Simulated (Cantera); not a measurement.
# acetone + H2 (carbon deposition, reforming and gasification)

Input: 1 mol acetone, 15 mol H2, at 1727 °C.

Equilibrium computed with Cantera from the NASA thermochemical tables; the gas is ideal and each condensed phase is pure. Candidate condensed phases: C, C6H6, C7H8, C8H18, H2O; 110 gas species. The feed counts by its element totals alone. The ideal-gas law is rough above about 30 bar. Kinetics and transport are ignored.

```csv
P (Pa),log p H2,log p H,log p CO,log p CH4,log p C2H2 (acetylene),log p H2O,log p C2H4,n C(graphite)
10,-4.09,-4.84,-5.31,-11.56,-7.21,-13.34,-13.47,1.97
46,-3.39,-4.49,-4.63,-10.16,-6.51,-11.96,-12.07,1.97
220,-2.70,-4.14,-3.94,-8.77,-5.81,-10.57,-10.68,1.97
1000,-2.03,-3.80,-3.28,-7.43,-5.15,-9.24,-9.35,1.97
4600,-1.36,-3.47,-2.62,-6.10,-4.48,-7.91,-8.01,1.97
22000,-0.68,-3.13,-1.94,-4.74,-3.80,-6.55,-6.65,1.97
100000,-0.02,-2.80,-1.28,-3.42,-3.14,-5.23,-5.34,1.96
460000,0.64,-2.47,-0.62,-2.10,-2.48,-3.91,-4.01,1.94
2200000,1.31,-2.13,0.07,-0.74,-1.80,-2.55,-2.66,1.82
10000000,1.96,-1.81,0.73,0.54,-1.16,-1.24,-1.37,1.32
```
log p: log10 of the partial pressure in bar; n: condensed amount in mol.

From 0.000100 bar to 100 bar the condensed part is C(graphite). The main C-bearing gas is CO throughout.
